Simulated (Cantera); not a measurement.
## Thermodynamics of fluorocarbon and chlorocarbon gases, feed C2F6 + HCl + H2

A closed system holds: 1 mol C2F6, 2.3 mol HCl, 3.7 mol H2, at 1.00 Pa.

Equilibrium computed with Cantera from the NASA thermochemical tables; the gas is ideal and each condensed phase is pure. Candidate condensed phases: C, C6H6, C7H8, C8H18; 118 gas species. The feed counts by its element totals alone. The numbers say what is thermodynamically allowed, not how fast it happens.

At 2475 K the condensed part is C(graphite). From 2575 K to 3375 K nothing is condensed. The main C-bearing gas is C3 at 2475 K and C at 3375 K.

```tsv
T (K)	x H	x HF	x F	x Cl	x C	x C3	x C2	n C(graphite)
2475	0.354	0.334	0.0933	0.163	0.0118	0.0336	0.00308	0.291
2575	0.403	0.219	0.164	0.148	0.0261	0.0296	0.00479	0
2675	0.445	0.118	0.227	0.134	0.0480	0.0178	0.00557	0
2775	0.467	0.0554	0.265	0.124	0.0734	0.00732	0.00484	0
2875	0.476	0.0247	0.284	0.119	0.0904	0.00182	0.00293	0
2975	0.480	0.0111	0.292	0.117	0.0968	0.000341	0.00142	0
3075	0.483	0.00518	0.296	0.116	0.0987	6.23e-5	0.000662	0
3175	0.484	0.00251	0.298	0.115	0.0994	1.22e-5	0.000316	0
3275	0.484	0.00126	0.299	0.115	0.0997	2.62e-6	0.000157	0
3375	0.485	0.000661	0.300	0.115	0.0999	6.12e-7	8.07e-5	0
```
x: gas mole fraction; n: condensed amount in mol.
